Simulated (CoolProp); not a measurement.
R227EA at 322.81 K and 0.204 MPa is compressed adiabatically to 1.32 MPa with isentropic efficiency 0.85. Each further row changes one setting.

Model: reference Helmholtz-energy equation of state, Lemmon 2016, in CoolProp.

| case | work (kJ/kg) | final temperature (K) | final density (kg/m³) |
|---|---|---|---|
| as stated | … | … | … |
| efficiency 1 | 28.2 | … | 91.1 |
| efficiency 0.65 | … | … | … |

Task: Fill in the missing entries.

Result: 
- as stated, work (kJ/kg): 33.2
- as stated, final temperature (K): 372.0
- as stated, final density (kg/m³): 88.7
- efficiency 1, final temperature (K): 367.1
- efficiency 0.65, work (kJ/kg): 43.4
- efficiency 0.65, final temperature (K): 382.0
- efficiency 0.65, final density (kg/m³): 84.3
